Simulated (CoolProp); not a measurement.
Computed with CoolProp (reference Helmholtz-energy equation of state, Gao 2022).

### Question
For n-perfluoropentane, give the phase and the density (kg/m³), cp (kJ/(kg K)), cv (kJ/(kg K)), speed of sound (m/s) at 321.1 K and 10 MPa.

### Answer
- 321.1 K and 10 MPa: liquid; density 1590, cp 1.06, cv 0.857, speed of sound 484
